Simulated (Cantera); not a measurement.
Input: 1 mol SiHCl₃, 0.031 mol C₂H₄, 88 mol H₂, at 44.0 mbar.

Equilibrium computed with Cantera from the NASA thermochemical tables; the gas is ideal and each condensed phase is pure. Candidate condensed phases: C, C₆H₆, C₇H₈, C₈H₁₈, Si, SiC; 109 gas species. Gases not in the tables: Si₂H₆ and higher silanes. The numbers say what is thermodynamically allowed, not how fast it happens.

Question: Which condensed phases are stable at each of these points (T (°C)): 1950, 2000, 2050, 2100, 2150, 2200, 2250, 2300?

Answer: 
```tsv
T (°C)	condensed phases	Si condensed (%)
1950	SiC(s)	0.2
2000	gas only	0.0
2050	gas only	0.0
2100	gas only	0.0
2150	gas only	0.0
2200	gas only	0.0
2250	gas only	0.0
2300	gas only	0.0
```

At 1950 °C the condensed part is SiC(s). From 2000 °C to 2300 °C nothing is condensed.
